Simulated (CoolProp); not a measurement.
Properties of acetone along the isobar 6750 kPa (Tc = 508.1 K, pc = 4692 kPa, ω = 0.307).

Values from CoolProp's reference Helmholtz-energy equation of state, Lemmon 2006. It is a short technical equation, of lower accuracy than the large ones.

| T (K) | phase | speed of sound (m/s) | expansivity (1/kK) |
|---|---|---|---|
| 227.5 | liquid | 1535 | 1.194 |
| 237.8 | liquid | 1485 | 1.208 |
| 248.1 | liquid | ___ | 1.224 |
| 258.4 | liquid | 1388 | ___ |
| 268.7 | liquid | 1340 | 1.267 |
| 278.9 | liquid | 1294 | 1.292 |
| 289.2 | liquid | 1248 | ___ |
| 299.5 | liquid | 1203 | 1.355 |
| 309.8 | liquid | 1158 | 1.392 |
| 320.1 | liquid | 1113 | 1.434 |
| 330.4 | liquid | 1069 | 1.481 |
| 340.7 | liquid | 1026 | 1.533 |
| 351 | liquid | 982.7 | ___ |

Q: Fill in the missing entries.

A: 
- 248.1, speed of sound (m/s): 1436
- 258.4, expansivity (1/kK): 1.244
- 289.2, expansivity (1/kK): 1.322
- 351, expansivity (1/kK): 1.592
